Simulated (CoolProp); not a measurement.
Saturated liquid density (kg/m³) of propylene: the reference equation beside estimates from Tc = 91.1 °C, pc = 4.555 MPa, ω = 0.146.

The numbers come from the reference Helmholtz-energy equation of state, Lemmon 2013 in CoolProp.

```
T (°C)   reference  van der Waals  Redlich-Kwong  Peng-Robinson
------  ----------  -------------  -------------  -------------
-6.25        555.2          350.6          504.8          584.4
0.05         546.1          344.7          494.2          573.0
6.45         536.4          338.4          482.9          560.7
12.75        526.6          332.0          471.4          548.0
19.15        516.2     (withheld)          459.1          534.3
25.45        505.5          318.2          446.5          520.0
31.85        494.1          310.7          432.9          504.6
38.15   (withheld)          302.8          418.8          488.3
44.55        469.4     (withheld)     (withheld)          470.5
```

### Question
What belongs in the gaps?

### Answer

- 19.15, van der Waals: 325.2
- 38.15, reference: 482.2
- 44.55, van der Waals: 294.4
- 44.55, Redlich-Kwong: 403.6

Absolute difference from the reference over all 9 rows, mean and median: van der Waals 37.0 and 37.0 %, Redlich-Kwong 11.3 and 11.1 %, Peng-Robinson 3.2 and 3.5 %.
